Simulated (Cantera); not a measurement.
# Adiabatic ignition

An adiabatic, constant-pressure homogeneous reactor starts with CH₄ : O₂ : N₂ : H₂O = 1 : 1.82 : 6.84 : 0.34 (molar parts), equivalence ratio 1.1, at 1648 K and 2.80 bar.

Model: GRI-Mech 3.0 (53 species, 325 reactions), integrated in Cantera.

| t (s) | T (K) | x CH₄ | x O₂ | x C₂H₄ | x O | x N₂O | x C₂H |
|---|---|---|---|---|---|---|---|
| 3.00e-6 | 1648 | 0.1000 | 0.182 | 1.54e-9 | 5.98e-8 | 2.38e-11 | <1e-12 |
| 1.11e-5 | 1648 | 0.0999 | 0.182 | 1.49e-7 | 1.48e-7 | 2.29e-10 | <1e-12 |
| 4.13e-5 | 1649 | 0.0992 | 0.182 | 1.78e-5 | 7.18e-7 | 1.83e-9 | <1e-12 |
| 0.000153 | 2509 | 2.30e-8 | 0.0275 | 2.78e-12 | 0.0109 | 2.53e-7 | 4.49e-10 |
| 0.000569 | 2853 | <1e-12 | 0.0125 | <1e-12 | 0.00449 | 6.50e-7 | <1e-12 |
| 0.00211 | 2847 | <1e-12 | 0.0116 | <1e-12 | 0.00422 | 7.09e-7 | <1e-12 |
| 0.00783 | 2847 | <1e-12 | 0.0116 | <1e-12 | 0.00421 | 7.10e-7 | <1e-12 |
| 0.0291 | 2847 | <1e-12 | 0.0116 | <1e-12 | 0.00421 | 7.10e-7 | <1e-12 |
| 0.108 | 2847 | <1e-12 | 0.0116 | <1e-12 | 0.00421 | 7.10e-7 | <1e-12 |
| 0.400 | 2847 | <1e-12 | 0.0116 | <1e-12 | 0.00421 | 7.10e-7 | <1e-12 |
x: mole fraction; the columns are a selection and need not sum to one.

```
Quantity                                                          Result
---------------------------------  -------------------------------------
time of steepest temperature rise                               0.152 ms
temperature at 0.400 s                                            2847 K
equilibrium temperature                                           2847 K
x(CH₄) at 0.400 s                  <1e-12 (gas-phase equilibrium <1e-12)
x(O₂) at 0.400 s                   0.0116 (gas-phase equilibrium 0.0116)
x(C₂H₄) at 0.400 s                 <1e-12 (gas-phase equilibrium <1e-12)
```
